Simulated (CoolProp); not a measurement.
The numbers come from the reference Helmholtz-energy equation of state, Lemmon 2006 in CoolProp. It is a short technical equation, of lower accuracy than the large ones.

Problem. For CH3F (R41), give the phase and the density (kg/m³), cv (kJ/(kg K)), speed of sound (m/s), Joule-Thomson coefficient (K/MPa) at 340.8 K and 16.8 MPa; 411 K and 16.8 MPa; 425 K and 16.8 MPa.

Solution. 
- 340.8 K and 16.8 MPa: supercritical; density 533, cv 1.24, speed of sound 461, Joule-Thomson coefficient 0.956
- 411 K and 16.8 MPa: supercritical; density 273, cv 1.29, speed of sound 327, Joule-Thomson coefficient 3.29
- 425 K and 16.8 MPa: supercritical; density 244, cv 1.29, speed of sound 331, Joule-Thomson coefficient 3.34
